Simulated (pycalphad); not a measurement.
CALPHAD calculation (pycalphad, COST 507 light-alloy database (1999)), 1 atm. No gas phase is included, though pure Mg would boil below 1650 K. These are 1990s assessments: newer ones move some temperatures and phases. Not assessed as a whole: an extrapolation from subsystems, which can miss ternary compounds. Kinetics are ignored, which matters at the lower temperatures.

Molar enthalpy of Al-1.63Mg-10.65Fe-0.71Si (at.%) in equilibrium (SER reference):

```csv
T (K),H (kJ/mol),phases
1650,44.14,LIQUID
1550,40.87,LIQUID
1450,37.61,LIQUID
1400,35.99,LIQUID
1350,34.37,LIQUID
1250,27.06,LIQUID + AL13FE4
1150,20.75,LIQUID + AL13FE4
1050,16.10,LIQUID + AL13FE4
950,12.15,LIQUID + AL13FE4
850,2.54,FCC_A1 + AL13FE4 + ALFESI_ALPHA + MG2SI
800,0.77,FCC_A1 + AL13FE4 + ALFESI_ALPHA + MG2SI
750,-0.90,FCC_A1 + AL13FE4 + MG2SI + ALFESI_ALPHA
650,-3.98,FCC_A1 + AL13FE4 + MG2SI
550,-6.82,FCC_A1 + AL13FE4 + MG2SI
450,-9.53,FCC_A1 + AL13FE4 + MG2SI
350,-12.11,FCC_A1 + AL13FE4 + MG2SI
```

Cooling from 1350 K to 850 K, across the freezing range, releases 31.8 kJ/mol, or 1060 J/g. The slope is 32 J/(mol K) in the liquid and 35 J/(mol K) just below the solidus, where it includes any heat of precipitation. Liquidus 1310 K, solidus 867 K. Changes were sought between steps of 50 K, so a narrower field can be missed.

Database names, with the compositions (at.%) that they take in these runs: AL13FE4: Al 76 Fe 24; ALFESI_ALPHA: Al 74 Fe 19 Si 7; MG2SI: Mg 67 Si 33. FCC_A1 is fcc.
